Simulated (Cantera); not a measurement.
An adiabatic, constant-pressure homogeneous reactor starts with CH4 : H2 : O2 : N2 : H2O = 1 : 0.079 : 0.816 : 3.07 : 0.12 (molar parts), equivalence ratio 2.5, at 1248 K and 0.230 bar. Integrator tolerance rtol = 1e-08.

Detailed kinetics in Cantera: GRI-Mech 3.0 (53 species, 325 reactions).

Problem. What does this change do: initial temperature 1248 to 1400 K?

Solution. 
| quantity | before | after |
|---|---|---|
| time of steepest temperature rise | 61.9 ms | 10.4 ms |
| temperature at 0.500 s | 2037 K | 2166 K |
| equilibrium temperature | 2038 K | 2166 K |
| x(CH4) at 0.500 s | 4.41e-11 (gas-phase equilibrium 3.99e-11) | 1.62e-11 (gas-phase equilibrium 1.80e-11) |
| x(H2) at 0.500 s | 0.243 (gas-phase equilibrium 0.243) | 0.241 (gas-phase equilibrium 0.241) |
| x(O2) at 0.500 s | 1.22e-7 (gas-phase equilibrium 1.22e-7) | 7.29e-7 (gas-phase equilibrium 7.30e-7) |
| x(C2H) at 0.500 s | <1e-12 (gas-phase equilibrium <1e-12) | <1e-12 (gas-phase equilibrium <1e-12) |
| x(HCO) at 0.500 s | 2.38e-8 (gas-phase equilibrium 2.38e-8) | 4.02e-8 (gas-phase equilibrium 4.02e-8) |

Problem. What does this change do: pressure from 0.230 bar to 5.00 bar?

Solution. 
```csv
quantity,before,after
time of steepest temperature rise,61.9 ms,4.31 ms
temperature at 0.500 s,2037 K,2048 K
equilibrium temperature,2038 K,2048 K
x(CH4) at 0.500 s,4.41e-11 (gas-phase equilibrium 3.99e-11),1.57e-8 (gas-phase equilibrium 1.78e-8)
x(H2) at 0.500 s,0.243 (gas-phase equilibrium 0.243),0.244 (gas-phase equilibrium 0.244)
x(O2) at 0.500 s,1.22e-7 (gas-phase equilibrium 1.22e-7),6.56e-9 (gas-phase equilibrium 6.56e-9)
x(C2H) at 0.500 s,<1e-12 (gas-phase equilibrium <1e-12),<1e-12 (gas-phase equilibrium <1e-12)
x(HCO) at 0.500 s,2.38e-8 (gas-phase equilibrium 2.38e-8),1.16e-7 (gas-phase equilibrium 1.16e-7)
```

Problem. What does this change do: initial temperature 1248 to 1025 K?

Solution. 
```
quantity                                                              before                                     after
---------------------------------  -----------------------------------------  ----------------------------------------
time of steepest temperature rise                                    61.9 ms                               not reached
temperature at 0.500 s                                                2037 K                                    1033 K
equilibrium temperature                                               2038 K                                    1842 K
x(CH4) at 0.500 s                  4.41e-11 (gas-phase equilibrium 3.99e-11)    0.195 (gas-phase equilibrium 1.66e-10)
x(H2) at 0.500 s                         0.243 (gas-phase equilibrium 0.243)      0.0153 (gas-phase equilibrium 0.246)
x(O2) at 0.500 s                     1.22e-7 (gas-phase equilibrium 1.22e-7)     0.160 (gas-phase equilibrium 5.01e-9)
x(C2H) at 0.500 s                      <1e-12 (gas-phase equilibrium <1e-12)     <1e-12 (gas-phase equilibrium <1e-12)
x(HCO) at 0.500 s                    2.38e-8 (gas-phase equilibrium 2.38e-8)  1.87e-10 (gas-phase equilibrium 9.20e-9)
```
